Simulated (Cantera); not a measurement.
## Transport properties of process gases

Gas mixture: 45.9 % C₃H₈, 25.2 % C₂H₆, 28.8 % C₂H₂, at 13.5 Torr, frozen composition.

Cantera's kinetic-theory transport with the Lennard-Jones parameters of GRI-Mech 3.0, ideal gas; thermal conductivity in the mixture-averaged form. The composition is frozen, though it would react at the higher temperatures.

```json
[
 {"T (K)": "400", "ρ (kg/m³)": "0.0191", "cp (J/kg/K)": "2098", "μ (µPa s)": "11.8", "λ (mW/m/K)": "33.3", "Pr": "0.747", "D (cm²/s) NH₃": "13.2", "D (cm²/s) H": "73.1", "D (cm²/s) N₂": "12.8"},
 {"T (K)": "550", "ρ (kg/m³)": "0.0139", "cp (J/kg/K)": "2628", "μ (µPa s)": "15.6", "λ (mW/m/K)": "54.1", "Pr": "0.758", "D (cm²/s) NH₃": "24.3", "D (cm²/s) H": "130", "D (cm²/s) N₂": "22.4"},
 {"T (K)": "700", "ρ (kg/m³)": "0.0109", "cp (J/kg/K)": "3062", "μ (µPa s)": "18.9", "λ (mW/m/K)": "75.5", "Pr": "0.768", "D (cm²/s) NH₃": "38.2", "D (cm²/s) H": "198", "D (cm²/s) N₂": "34.0"},
 {"T (K)": "850", "ρ (kg/m³)": "0.00900", "cp (J/kg/K)": "3407", "μ (µPa s)": "21.9", "λ (mW/m/K)": "96.7", "Pr": "0.773", "D (cm²/s) NH₃": "54.4", "D (cm²/s) H": "277", "D (cm²/s) N₂": "47.4"},
 {"T (K)": "1000", "ρ (kg/m³)": "0.00765", "cp (J/kg/K)": "3699", "μ (µPa s)": "24.7", "λ (mW/m/K)": "117", "Pr": "0.778", "D (cm²/s) NH₃": "72.8", "D (cm²/s) H": "366", "D (cm²/s) N₂": "62.4"},
 {"T (K)": "1150", "ρ (kg/m³)": "0.00666", "cp (J/kg/K)": "3918", "μ (µPa s)": "27.3", "λ (mW/m/K)": "137", "Pr": "0.778", "D (cm²/s) NH₃": "93.1", "D (cm²/s) H": "464", "D (cm²/s) N₂": "79.0"},
 {"T (K)": "1300", "ρ (kg/m³)": "0.00589", "cp (J/kg/K)": "4107", "μ (µPa s)": "29.7", "λ (mW/m/K)": "157", "Pr": "0.778", "D (cm²/s) NH₃": "115", "D (cm²/s) H": "571", "D (cm²/s) N₂": "97.0"}
]
```
D: mixture-averaged diffusion coefficient of that species in the mixture.
